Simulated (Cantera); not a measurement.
**CH₂F₂ + Si (fluorocarbon and chlorocarbon gases)**

Input: 1 mol CH₂F₂, 0.22 mol Si, held at 1298.15 K and 0.350 bar.

Cantera equilibrium calculation (NASA polynomials, part measured and part estimated; ideal gas, pure solids and liquids). Candidate condensed phases: C, C₆H₆, C₇H₈, C₈H₁₈, Si, SiC; 113 gas species. The numbers say what is thermodynamically allowed, not how fast it happens.

| Quantity | Result |
|---|---|
| x(HF) | 0.629 |
| x(H₂) | 0.247 |
| x(SiF₄) | 0.124 |
| x(CH₄) | 0.000170 |
| x(SiHF₃) | 4.44e-6 |
| x(H₂F₂) | 2.49e-6 |
| x(SiF₃) | 2.36e-6 |
| n(C(graphite)) | 1.000 mol |
| gas amount | 1.780 mol |
| log10 activity of Si(s) (absent) | -13.36 |
